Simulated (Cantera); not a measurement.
## MgSO4 + CO2 (calcination and drying)

Feed: 1 mol MgSO4, 0.067 mol CO2, equilibrated at 850 K and 30.0 Pa.

Method: chemical equilibrium by Gibbs-energy minimisation in Cantera with the NASA 1993 tables (ideal gas, pure condensed phases). Candidate condensed phases: C, Mg, MgCO3, MgO, MgS, MgSO4, S; 26 gas species. The numbers say what is thermodynamically allowed, not how fast it happens.

* **x(CO2)**: 0.994
* **x(SO2)**: 0.00403
* **x(O2)**: 0.00201
* **x(SO3)**: 4.52e-5
* **n(MgO(s))**: 0.000275 mol
* **n(MgSO4(s))**: 1.000 mol
* **gas amount**: 0.06741 mol
* **log10 activity of MgCO3(s) (absent)**: -5.31
* **log10 activity of S(l) (absent)**: -17.99
* **log10 activity of C(graphite) (absent)**: -21.62
